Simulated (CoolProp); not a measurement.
Model: reference Helmholtz-energy equation of state, Thol 2018, in CoolProp.

For hydrogen chloride, give the phase and the Z, Joule-Thomson coefficient (K/MPa), isothermal compressibility (1/MPa), fugacity coefficient at 239.5 K and 28.8 MPa.


- 239.5 K and 28.8 MPa: liquid; Z 0.478, Joule-Thomson coefficient -0.270, isothermal compressibility 0.00153, fugacity coefficient 0.0471
